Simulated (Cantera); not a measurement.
An adiabatic, constant-pressure homogeneous reactor starts with CH4 : CO : O2 : N2 = 1 : 0.24 : 1.01 : 3.8 (molar parts), equivalence ratio 2.1, at 1400 K and 0.326 atm. Integrator tolerance rtol = 1e-08.

Cantera simulation using GRI-Mech 3.0 (53 species, 325 reactions); the numbers are that mechanism's predictions, not measurements.

What does this change do: CH4 1 to 0.33 parts?


| quantity | before | after |
|---|---|---|
| time of steepest temperature rise | 12.3 ms | 6.66 ms |
| temperature at 0.700 s | 2388 K | 2547 K |
| equilibrium temperature | 2388 K | 2547 K |
| x(CH4) at 0.700 s | 2.67e-12 (gas-phase equilibrium 2.99e-12) | <1e-12 (gas-phase equilibrium <1e-12) |
| x(CO) at 0.700 s | 0.154 (gas-phase equilibrium 0.154) | 0.0288 (gas-phase equilibrium 0.0288) |
| x(O2) at 0.700 s | 2.15e-5 (gas-phase equilibrium 2.15e-5) | 0.0480 (gas-phase equilibrium 0.0480) |
| x(CH2) at 0.700 s | <1e-12 (gas-phase equilibrium <1e-12) | <1e-12 (gas-phase equilibrium <1e-12) |
| x(C2H6) at 0.700 s | <1e-12 (gas-phase equilibrium <1e-12) | <1e-12 (gas-phase equilibrium <1e-12) |
| x(CH2CO) at 0.700 s | <1e-12 (gas-phase equilibrium <1e-12) | <1e-12 (gas-phase equilibrium <1e-12) |
| x(C2H2) at 0.700 s | <1e-12 (gas-phase equilibrium <1e-12) | <1e-12 (gas-phase equilibrium <1e-12) |

What does this change do: pressure from 0.326 atm to 1.09 atm?


| quantity | before | after |
|---|---|---|
| time of steepest temperature rise | 12.3 ms | 5.38 ms |
| temperature at 0.700 s | 2388 K | 2416 K |
| equilibrium temperature | 2388 K | 2416 K |
| x(CH4) at 0.700 s | 2.67e-12 (gas-phase equilibrium 2.99e-12) | 2.68e-11 (gas-phase equilibrium 3.01e-11) |
| x(CO) at 0.700 s | 0.154 (gas-phase equilibrium 0.154) | 0.155 (gas-phase equilibrium 0.155) |
| x(O2) at 0.700 s | 2.15e-5 (gas-phase equilibrium 2.15e-5) | 8.60e-6 (gas-phase equilibrium 8.60e-6) |
| x(CH2) at 0.700 s | <1e-12 (gas-phase equilibrium <1e-12) | 1.36e-12 (gas-phase equilibrium 1.49e-12) |
| x(C2H6) at 0.700 s | <1e-12 (gas-phase equilibrium <1e-12) | <1e-12 (gas-phase equilibrium <1e-12) |
| x(CH2CO) at 0.700 s | <1e-12 (gas-phase equilibrium <1e-12) | <1e-12 (gas-phase equilibrium <1e-12) |
| x(C2H2) at 0.700 s | <1e-12 (gas-phase equilibrium <1e-12) | <1e-12 (gas-phase equilibrium <1e-12) |
